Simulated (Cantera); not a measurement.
Charge: 1 mol BN, 0.65 mol H2O, held at 3.30 Pa.

These are equilibrium values from Cantera (NASA tables, ideal gas, pure condensed phases), not measurements of a reactor. Candidate condensed phases: B, BN, B2O3, B3O3H3, H2O; 39 gas species. Equilibrium is a limit: real reactors are often held back by kinetics, nucleation or transport.

Problem. What share of the B ends up in condensed phases as a function of T (K), at 1898, 1923, 1948, 1973, 1998, 2023, 2048, 2073, 2098, 2123, 2148, 2173?

Solution. 
```
T (K)  B condensed (%)    as
-----  ---------------  ----
1898              34.4  B(s)
1923              34.3  B(s)
1948              34.1  B(s)
1973              33.8  B(s)
1998              33.5  B(s)
2023              33.0  B(s)
2048              32.3  B(s)
2073              31.3  B(s)
2098              29.9  B(s)
2123              27.9  B(s)
2148              25.0  B(s)
2173              20.7  B(s)
```
